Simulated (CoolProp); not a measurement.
Properties of CH2F2 (R32) along the isobar 8.28 MPa.

Computed with CoolProp (reference Helmholtz-energy equation of state, Tillner-Roth 1997).

```csv
T (°C),phase,density (kg/m³),cp (kJ/(kg K))
-39.45,liquid,1194,1.579
-23.95,liquid,1152,1.607
-8.45,liquid,1107,1.645
6.95,liquid,1059,1.698
22.45,liquid,1006,1.771
37.95,liquid,947.9,1.879
53.45,liquid,879.8,2.055
68.95,liquid,793.7,2.406
84.45,supercritical,663.0,3.492
99.95,supercritical,386.8,5.952
115.35,supercritical,254.0,2.882
130.85,supercritical,206.8,2.106
146.35,supercritical,180.1,1.790
161.85,supercritical,162.0,1.626
```

The peak of cp marks the crossing from liquid-like to gas-like fluid above the critical point.
